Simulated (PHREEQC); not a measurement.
Consider water at 20 °C with 0.055 mol Na2SO4 per kg of water. Closed to the air; pH follows from the charge balance.

All values are PHREEQC results (ion-association model, phreeqc.dat), not measurements.

```
Property                      Value
--------------------  -------------
ionic strength        0.150 mol/kgw
specific conductance     8240 µS/cm
density                 1.005 g/cm³
```

```
species  molality  activity   log γ
-------  --------  --------  ------
Na+         0.102    0.0782  -0.117
SO4-2      0.0473    0.0155  -0.485
NaSO4-    0.00768   0.00588  -0.116
OH-       1.68e-7   1.23e-7  -0.136
HSO4-     9.89e-8   7.53e-8  -0.118
H+        6.87e-8   5.56e-8  -0.091
```

Precipitation was switched off in this run.
